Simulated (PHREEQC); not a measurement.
Consider water at 20 °C with 0.0085 mol/kgw Pb(NO3)2 and 0.022 mol/kgw HCl. Closed to the air; pH follows from the charge balance.

Equilibrium calculation in PHREEQC: ion-association model, phreeqc.dat.

Problem. The ionic strength comes out as 0.0421 mol/kgw. What activity coefficients do Pb+2, Cl-, H+, PbNO3+, NO3- get?

Solution. Pb+2 0.48, Cl- 0.83, H+ 0.86, PbNO3+ 0.83, NO3- 0.82.

This is a speciation only: nothing precipitates in the calculation.
